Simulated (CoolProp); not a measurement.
Vapour-liquid equilibrium of n-hexane (1) + hexamethyldisiloxane (MM) (2) at 299.9 K; x and y are mole fractions of (1).

Values from CoolProp's multi-fluid Helmholtz-energy mixture model, Thol 2019 and Thol 2016; pair parameters Bell 2016.

Q: Give the bubble pressure and the first vapour's composition at x = 0.05, 0.35, 0.65. Is there an azeotrope?

A: x = 0.05: 0.06764 bar, y = 0.143; x = 0.35: 0.1071 bar, y = 0.628; x = 0.65: 0.1538 bar, y = 0.869. No azeotrope shows between x = 0.05 and 0.95.

Pair parameters are fitted to limited data, so mixtures are less certain than the pure fluids.
